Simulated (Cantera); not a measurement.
Ignition delay

Mixture: CH4 : O2 : N2 = 1 : 4.55 : 17.1 (molar parts), at 36.5 atm, adiabatic and at constant pressure. Ignition delay is the time to a rise of 400 K.

Detailed kinetics in Cantera: GRI-Mech 3.0 (53 species, 325 reactions). The pressure lies above the range GRI-Mech 3.0 was tuned for (to about 10 atm).

| T0 (K) | delay (ms) |
|---|---|
| 1250 | 0.534 |
| 1325 | 0.236 |
| 1400 | 0.113 |
| 1475 | 0.0579 |
| 1550 | 0.0313 |
| 1625 | 0.0177 |
| 1700 | 0.0104 |
| 1775 | 0.00636 |

```
Property                                                 Value
--------------------------------------------------  ----------
apparent activation energy between 1625 and 1775 K  160 kJ/mol
```
